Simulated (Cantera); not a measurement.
An isothermal, constant-pressure homogeneous reactor starts with N₂O : H₂O = 1 : 0.02 (molar parts), at 1600 K and 22.5 Torr. Integrator tolerance rtol = 1e-08.

Cantera simulation using GRI-Mech 3.0 (53 species, 325 reactions); the numbers are that mechanism's predictions, not measurements. GRI-Mech 3.0 was tuned for natural gas; its chemistry of N2O as a main component is partial and can be far from experiment. Radical loss at walls, strong at low pressure, is not modelled. The temperature is held fixed by assumption; the heat of reaction is taken as removed at once.

**Question.** What does this change do: temperature 1600 to 1225 K?

**Answer.** 
```
quantity                                             before                                     after
----------------  -----------------------------------------  ----------------------------------------
x(N₂O) at 2.00 s    7.18e-5 (gas-phase equilibrium 2.09e-8)     0.891 (gas-phase equilibrium 2.96e-9)
x(H₂O) at 2.00 s      0.0131 (gas-phase equilibrium 0.0131)     0.0190 (gas-phase equilibrium 0.0132)
x(N₂) at 2.00 s         0.575 (gas-phase equilibrium 0.657)      0.0568 (gas-phase equilibrium 0.658)
x(NO) at 2.00 s       0.165 (gas-phase equilibrium 0.00222)  0.00579 (gas-phase equilibrium 0.000271)
x(NO₂) at 2.00 s   0.000121 (gas-phase equilibrium 1.93e-6)  0.000441 (gas-phase equilibrium 8.79e-7)
x(OH) at 2.00 s   0.000164 (gas-phase equilibrium 0.000172)   1.77e-5 (gas-phase equilibrium 4.08e-6)
x(H₂) at 2.00 s     1.06e-6 (gas-phase equilibrium 8.80e-7)   2.91e-8 (gas-phase equilibrium 2.82e-9)
```
The mechanism lacks the step 2 NO + O2 → 2 NO2, which can matter for NO2 below about 1400 K.

**Question.** What does this change do: temperature 1600 to 1175 K?

**Answer.** 
| quantity | before | after |
|---|---|---|
| x(N₂O) at 2.00 s | 7.18e-5 (gas-phase equilibrium 2.09e-8) | 0.944 (gas-phase equilibrium 2.08e-9) |
| x(H₂O) at 2.00 s | 0.0131 (gas-phase equilibrium 0.0131) | 0.0194 (gas-phase equilibrium 0.0132) |
| x(N₂) at 2.00 s | 0.575 (gas-phase equilibrium 0.657) | 0.0232 (gas-phase equilibrium 0.658) |
| x(NO) at 2.00 s | 0.165 (gas-phase equilibrium 0.00222) | 0.00181 (gas-phase equilibrium 0.000185) |
| x(NO₂) at 2.00 s | 0.000121 (gas-phase equilibrium 1.93e-6) | 0.000310 (gas-phase equilibrium 7.64e-7) |
| x(OH) at 2.00 s | 0.000164 (gas-phase equilibrium 0.000172) | 9.08e-6 (gas-phase equilibrium 2.07e-6) |
| x(H₂) at 2.00 s | 1.06e-6 (gas-phase equilibrium 8.80e-7) | 1.73e-8 (gas-phase equilibrium 9.96e-10) |
The mechanism lacks the step 2 NO + O2 → 2 NO2, which can matter for NO2 below about 1400 K.
